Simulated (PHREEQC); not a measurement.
A solution holds 0.027 mol HCl, 0.74 mol Li2SO4 and 0.00038 mol Fe2(SO4)3 per kg of water, at 20 °C. Closed to the air; pH follows from the charge balance.

All values are PHREEQC results (ion-association model, phreeqc.dat), not measurements.

```csv
quantity,before,after
pH,2.38,3.10
ionic strength (mol/kgw),1.62,0.199
SO4-2 (mol/kgw),0.425,0.0612
HSO4- (mol/kgw),0.0213,0.00170
```

**Question.** Which change was made?
A. Li2SO4 left out
B. temperature from 20 to 75 °C
C. diluted 100-fold with water
D. Fe2(SO4)3 replaced by KHSO4 at the same molality
E. diluted 10-fold with water

**Answer.** E, diluted 10-fold with water

This is a speciation only: nothing precipitates in the calculation. The ionic strength passes 0.7 mol/kgw, the rough limit of the ion-association models, in before. Some of these states are supersaturated (in Hematite (slow to form), Goethite (slow to form), for instance).
